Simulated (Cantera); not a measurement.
Cantera run:

```python
import numpy as np
import cantera as ct

gas_names = """
    F F2 N NF NF2 NF3 N2 Si SiF SiF2 SiF3 SiF4 SiN Si2 Si2N Si3
""".split()
cond_names = """
    Si(cr) Si(L) Si3N4(a)
""".split()


# ... load() reads the species with a 1 bar reference pressure and builds the phases ...
atoms = {
    'Si': {'Si': 1},
    'NF3': {'N': 1, 'F': 3},
}
top_T = {'Si3N4(a)': 2400}  # K; cautious upper limits of use, not melting points


# ... equilibrate(T, P, feed) seeds the gas with the atoms and calls Mixture.equilibrate('TP', solver="vcs", rtol=1e-11, max_steps=5000) ...
results = []
feed = {'Si': 1, 'NF3': 1.4}  # mol
T = 675  # K
P = 1.5  # Pa
mix = equilibrate(T, P, feed)
results.append((T, P, feed, dict(zip(mix.species_names, mix.species_moles))))
print(gas.report(threshold=1e-06))
for i in range(1, mix.n_phases):
    print(f"{mix.phase(i).name:16s} {mix.phase_moles(i):12.5e} mol")
```

Output:

```
       temperature   675 K
          pressure   1.5 Pa
           density   1.8545e-05 kg/m^3
  mean mol. weight   69.384 kg/kmol
   phase of matter   gas

                          1 kg             1 kmol
                     ---------------   ---------------
          enthalpy       -1.2289e+07        -8.527e+08  J
   internal energy        -1.237e+07       -8.5831e+08  J
           entropy            5615.4        3.8962e+05  J/K
    Gibbs function        -1.608e+07       -1.1157e+09  J
 heat capacity c_p            955.15             66273  J/K
 heat capacity c_v            835.32             57958  J/K

                      mass frac. Y      mole frac. X     chem. pot. / RT
                     ---------------   ---------------   ---------------
                 F          0.011176          0.040818           -19.952
                F2          0.018591          0.033948           -39.905
               NF3        4.6182e-05         4.513e-05           -77.873
                N2           0.15381           0.38095           -36.031
              SiF4           0.81638           0.54424           -336.06
     [  +11 minor]        3.4107e-10        4.5506e-10

Si(cr)            0.00000e+00 mol
Si3N4(a)          0.00000e+00 mol
```

Cantera equilibrium calculation (NASA polynomials, part measured and part estimated; ideal gas, pure solids and liquids).
